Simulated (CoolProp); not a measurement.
The numbers come from the reference Helmholtz-energy equation of state, Wu 2011 in CoolProp.

For dimethyl ether, give the phase and the cp (kJ/(kg K)), isothermal compressibility (1/MPa), fugacity coefficient at 161.7 K and 293 bar.


- 161.7 K and 293 bar: liquid; cp 2.11, isothermal compressibility 0.000532, fugacity coefficient 2.17e-5
